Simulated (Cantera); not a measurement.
Charge: 1 mol SiC, 1 mol N2O, 1.9 mol N2, equilibrated at 1927 °C and 9.10e-6 bar.

Method: chemical equilibrium by Gibbs-energy minimisation in Cantera with the NASA 1993 tables (ideal gas, pure condensed phases). Candidate condensed phases: C, Si, SiC, SiO2, Si2N2O, Si3N4; 34 gas species. The tables' values for SiN are old estimates; treat these amounts as uncertain. The numbers say what is thermodynamically allowed, not how fast it happens.

Base state: N2 0.592, CO 0.203, Si 0.203, SiO 0.00100, SiC2 0.000348, CN 0.000206, SiN 7.94e-5, Si2C 7.41e-5 (mole fractions); condensed: gas only.

Task: What changes in the equilibrium state with this change: N2O from 1 to 1.2 mol?

Result: 
```json
[
 {"species": "N2", "before": "0.592", "after": "0.608"},
 {"species": "CO", "before": "0.203", "after": "0.196"},
 {"species": "Si", "before": "0.203", "after": "0.157"},
 {"species": "SiO", "before": "0.00100", "after": "0.0392"},
 {"species": "SiC2", "before": "0.000348", "after": "9.83e-8"},
 {"species": "Si2C", "before": "7.41e-5", "after": "8.47e-7"}
]
```
